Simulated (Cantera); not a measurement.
Cantera run:

```python
import numpy as np
import cantera as ct

gas_names = [...]  # 92 gases of nasa_gas.yaml made of C, H, N
cond_names = """
    C(gr) C6H6(L) C7H8(L) C8H18(L),n-octa
""".split()


# ... load() reads the species with a 1 bar reference pressure and builds the phases ...
atoms = {
    'C2H6': {'C': 2, 'H': 6},
    'NH3': {'N': 1, 'H': 3},
}
top_T = {'C(gr)': 4500}  # K; cautious upper limits of use, not melting points


# ... equilibrate(T, P, feed) seeds the gas with the atoms and calls Mixture.equilibrate('TP', solver="vcs", rtol=1e-11, max_steps=5000) ...
results = []
feed = {'C2H6': 1, 'NH3': 0.13}  # mol
P = 1333.22  # Pa
for T in [548, 698, 848, 998, 1148, 1298, 1448, 1598, 1748]:
    mix = equilibrate(T, P, feed)
    results.append((T, P, feed, dict(zip(mix.species_names, mix.species_moles))))

top = {s: max(r[3][s] / sum(r[3][g] for g in gas_names) for r in results) for s in gas_names}
cols = sorted((s for s in top if top[s] > 0.001), key=lambda s: -top[s])[:9]
seen = [c for c in cond_names if any(r[3].get(c, 0) > 1e-12 for r in results)]
print("log10 of partial pressures in bar; condensed amounts in mol")
print(f"{'T/K':>10s}" + "".join(f"{s[:9]:>10s}" for s in cols + seen))
for T, P, feed, n in results:
    ng = sum(n[g] for g in gas_names)
    print(f"{T:10.4g}" + "".join(f"{np.log10(max(n[s] / ng * P / 1e5, 1e-99)):10.3f}" for s in cols)
          + "".join(f"{n.get(c, 0):10.4g}" for c in seen))
```

Output:

```
log10 of partial pressures in bar; condensed amounts in mol
       T/K        H2       CH4        N2         H     C(gr)
       548    -2.362    -2.068    -3.361   -19.331    0.7265
       698    -1.928    -2.908    -3.537   -14.608     1.723
       848    -1.888    -3.968    -3.572   -11.664     1.974
       998    -1.884    -4.780    -3.575    -9.610     1.996
      1148    -1.884    -5.392    -3.575    -8.087     1.999
      1298    -1.884    -5.867    -3.576    -6.912         2
      1448    -1.884    -6.245    -3.577    -5.977     1.999
      1598    -1.884    -6.552    -3.579    -5.216     1.999
      1748    -1.885    -6.806    -3.583    -4.584     1.997
```

Method: chemical equilibrium by Gibbs-energy minimisation in Cantera with the NASA 1993 tables (ideal gas, pure condensed phases).
